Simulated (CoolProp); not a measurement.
R365MFC at 448.28 K and 1.84 MPa is compressed adiabatically to 3.3 MPa with isentropic efficiency 0.9. Each further row changes one setting.

Computed with CoolProp (reference Helmholtz-energy equation of state, Lemmon 2016).

| case | work (kJ/kg) | final temperature (K) | final density (kg/m³) |
|---|---|---|---|
| as stated | (withheld) | 473.8 | 219 |
| efficiency 1 | (withheld) | (withheld) | (withheld) |
| efficiency 0.65 | (withheld) | (withheld) | (withheld) |

**Question.** Some entries are withheld; supply them.

**Answer.** 
- as stated, work (kJ/kg): 10.9
- efficiency 1, work (kJ/kg): 9.81
- efficiency 1, final temperature (K): 473.3
- efficiency 1, final density (kg/m³): 221
- efficiency 0.65, work (kJ/kg): 15.1
- efficiency 0.65, final temperature (K): 475.9
- efficiency 0.65, final density (kg/m³): 213
